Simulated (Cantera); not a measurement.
## Adiabatic ignition

An adiabatic, constant-pressure homogeneous reactor starts with CH4 : H2 : O2 : N2 = 1 : 0.069 : 3.57 : 13.4 (molar parts), equivalence ratio 0.57, at 1598 K and 22.7 atm.

Computed with Cantera and GRI-Mech 3.0 (53 species, 325 reactions). The pressure lies above the range GRI-Mech 3.0 was tuned for (to about 10 atm).

| t (s) | T (K) | x CH4 | x H2 | x O2 | x H | x HCN |
|---|---|---|---|---|---|---|
| 2.00e-6 | 1598 | 0.0554 | 0.00382 | 0.198 | 8.95e-8 | <1e-12 |
| 9.71e-6 | 1601 | 0.0545 | 0.00382 | 0.197 | 1.36e-6 | <1e-12 |
| 4.72e-5 | 2672 | <1e-12 | 0.00102 | 0.0835 | 0.000343 | 1.91e-11 |
| 0.000229 | 2665 | <1e-12 | 0.00101 | 0.0815 | 0.000331 | 2.42e-11 |
| 0.00111 | 2648 | <1e-12 | 0.000967 | 0.0770 | 0.000304 | 3.17e-11 |
| 0.00540 | 2643 | <1e-12 | 0.000956 | 0.0755 | 0.000296 | 3.32e-11 |
| 0.0262 | 2643 | <1e-12 | 0.000956 | 0.0755 | 0.000296 | 3.32e-11 |
| 0.127 | 2643 | <1e-12 | 0.000956 | 0.0755 | 0.000296 | 3.32e-11 |
| 0.618 | 2643 | <1e-12 | 0.000956 | 0.0755 | 0.000296 | 3.32e-11 |
| 3.00 | 2643 | <1e-12 | 0.000956 | 0.0755 | 0.000296 | 3.32e-11 |
x: mole fraction; the columns are a selection and need not sum to one.

```yaml
time_of_steepest_temperature_rise: 26.6 µs
temperature at 3.00 s: 2643 K
equilibrium_temperature: 2643 K
x(CH4) at 3.00 s: <1e-12 (gas-phase equilibrium <1e-12)
x(H2) at 3.00 s: 0.000956 (gas-phase equilibrium 0.000956)
x(O2) at 3.00 s: 0.0755 (gas-phase equilibrium 0.0755)
```
